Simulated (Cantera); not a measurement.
Predominance diagram of Cr at 1850 K against the partial pressures of O2 and N2 (log10, bar). Standard-state values (1 bar) from the NASA 1993 polynomials, evaluated with Cantera. Candidates: Cr(s), CrN(s), Cr2N(s), Cr2O3(s). Only these pure phases compete in this equilibrium. 

Problem. Which phase is stable at these pairs, and which metal-bearing vapour leads over it? (0, -1); (-22.5, 0); (-16.5, -12); (-19.5, -3); (-21, -4); (0, -4); (-10.5, -13)

Solution. 
```csv
log p(O2),log p(N2),phase,chief vapour,log p (bar)
0,-1,Cr2O3(s),CrO3,-4.7
-22.5,0,Cr(s),Cr,-3.7
-16.5,-12,Cr(s),Cr,-3.7
-19.5,-3,Cr(s),Cr,-3.7
-21,-4,Cr(s),Cr,-3.7
0,-4,Cr2O3(s),CrO3,-4.7
-10.5,-13,Cr2O3(s),Cr,-5.1
```
